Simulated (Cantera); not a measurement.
A Cantera script and what it prints.

```python
import numpy as np
import cantera as ct

gas_names = """
    F F2 H HF H2 H2F2 H3F3 H4F4 H5F5 H6F6 H7F7 N NF NF2 NF3 NH NH2 NH3 N2 N2H2 N2H4 Si SiF SiF2 SiF3
    SiF4 SiH SiHF3 SiH2 SiH2F2 SiH3 SiH3F SiH4 SiN Si2 Si2N Si3
""".split()
cond_names = """
    Si(cr) Si(L) Si3N4(a)
""".split()


# ... load() reads the species with a 1 bar reference pressure and builds the phases ...
atoms = {
    'Si': {'Si': 1},
    'HF': {'H': 1, 'F': 1},
    'N2': {'N': 2},
}
top_T = {'Si3N4(a)': 2400}  # K; cautious upper limits of use, not melting points


# ... equilibrate(T, P, feed) seeds the gas with the atoms and calls Mixture.equilibrate('TP', solver="vcs", rtol=1e-11, max_steps=5000) ...
results = []
feed = {'Si': 1, 'HF': 6.9, 'N2': 33}  # mol
T = 1098  # K
P = 10000  # Pa
mix = equilibrate(T, P, feed)
results.append((T, P, feed, dict(zip(mix.species_names, mix.species_moles))))
x = sorted(zip(gas.X, gas.species_names), reverse=True)
print(f"T = {T:g} K  P = {P:g} Pa  gas = {mix.phase_moles(0):.4g} mol")
print("   x: " + "  ".join(f"{s} {v:.3e}" for v, s in x if v > 1e-06))
print("   condensed (mol): " + ("  ".join(f"{mix.phase(i).name} {mix.phase_moles(i):.4g}"
      for i in range(1, mix.n_phases) if mix.phase_moles(i) > 1e-12) or "none"))
```

Result:

```
T = 1098 K  P = 10000 Pa  gas = 38.9 mol
   x: N2 8.483e-01  HF 7.455e-02  H2 5.141e-02  SiF4 2.571e-02
   condensed (mol): none
```

These are equilibrium values from Cantera (NASA tables, ideal gas, pure condensed phases), not measurements of a reactor.
